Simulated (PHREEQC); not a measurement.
Solution (25 °C): 0.0063 mol/kgw FeCl3, 0.013 mol/kgw ZnCl2, 0.059 mol/kgw H2SO4 and 0.032 mol/kgw NaCl. Closed to the air; pH follows from the charge balance.

Equilibrium calculation in PHREEQC: ion-association model, wateq4f.dat.

```json
[
 {"quantity": "pH", "before": "1.19", "after": "1.18"},
 {"quantity": "ionic strength (mol/kgw)", "before": "0.166", "after": "0.169"},
 {"quantity": "Zn+2 (mol/kgw)", "before": "0.00906", "after": "0.00905"},
 {"quantity": "ZnCl+ (mol/kgw)", "before": "0.000635", "after": "0.000407"},
 {"quantity": "Fe+3 (mol/kgw)", "before": "0.000426", "after": "0.000462"},
 {"quantity": "FeCl+2 (mol/kgw)", "before": "0.000316", "after": "0.000251"},
 {"quantity": "SI of Goethite (FeOOH)", "before": "+0.34", "after": "-0.02"},
 {"quantity": "SI of Hematite (Fe2O3)", "before": "+2.68", "after": "+1.91"}
]
```

Question: Which change was made?
(A) temperature from 25 to 90 °C
(B) H2SO4 left out
(C) temperature from 25 to 15 °C
(D) ZnCl2 from 0.013 to 0.0195 mol/kgw
(E) FeCl3 from 0.0063 to 0.00945 mol/kgw

Answer: C, temperature from 25 to 15 °C

No solid was allowed to form. Some of these states are supersaturated (in Hematite (slow to form), Goethite (slow to form), for instance).
